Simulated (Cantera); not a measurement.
Charge: 1 mol B, 1.4 mol O2, 66 mol N2, 0.51 mol NH3, equilibrated at 13.3 mbar.

Method: chemical equilibrium by Gibbs-energy minimisation in Cantera with the NASA 1993 tables (ideal gas, pure condensed phases). Candidate condensed phases: B, BN, B2O3, B3O3H3, H2O; 39 gas species. Gases not in the tables: H3BO3. Equilibrium is a limit: real reactors are often held back by kinetics, nucleation or transport.

x: gas mole fraction; n: condensed amount in mol.

```
T (K)   x N2    x HBO2    x H2O       x H     x O2     x BO2       x O  n B2O3(l)
-----  -----  --------  -------  --------  -------  --------  --------  ---------
1173   0.984  0.000512   0.0111  1.07e-10  0.00396   4.42e-8   7.62e-9      0.483
1373   0.982   0.00563  0.00852   1.70e-8  0.00391   6.12e-6   3.34e-7      0.303
1573   0.977    0.0121  0.00520   6.60e-7  0.00378  0.000101   5.56e-6          0
1773   0.977    0.0112  0.00556   1.43e-5  0.00354  0.000359   4.84e-5          0
1973   0.976    0.0101  0.00569  0.000168      [?]  0.000947  0.000263          0
2173   0.974   0.00855  0.00507   0.00119      [?]   0.00202   0.00102          0
2373   0.968   0.00578  0.00319   0.00504      [?]   0.00358   0.00322          0
```

Q: Some entries are withheld; supply them.

A: 
- 1973, x O2: 0.00313
- 2173, x O2: 0.00269
- 2373, x O2: 0.00246
